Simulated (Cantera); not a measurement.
Cantera with NASA thermochemical tables; ideal gases at 1 bar, condensed phases pure. Values are per mole of reaction as written; species without (g) are pure solids or liquids, kept so even where they would boil at 1 bar.

2 K + 2 HCl(g) ⇌ 2 KCl + H2(g), with ΔH° = -688.7 kJ and ΔS° = -207.3 J/K at 300 K.

Q: How far is the shortcut ΔG° ≈ ΔH°(300 K) − T·ΔS°(300 K) from the full temperature-dependent value at 823, 873, 923, 973, 1023 K?

A: 
```
T (K)  shortcut (kJ)  full (kJ)  difference (kJ)  difference in log10 K  condensed phases
-----  -------------  ---------  ---------------  ---------------------  ----------------
823           -518.2     -516.5             -1.7                   0.11      K(l), KCl(s)
873           -507.8     -506.4             -1.4                   0.08      K(l), KCl(s)
923           -497.4     -496.5             -1.0                   0.05      K(l), KCl(s)
973           -487.1     -486.6             -0.5                   0.02      K(l), KCl(s)
1023          -476.7     -476.8              0.1                  -0.01      K(l), KCl(s)
```
The shortcut ignores heat capacities and the phase changes listed.
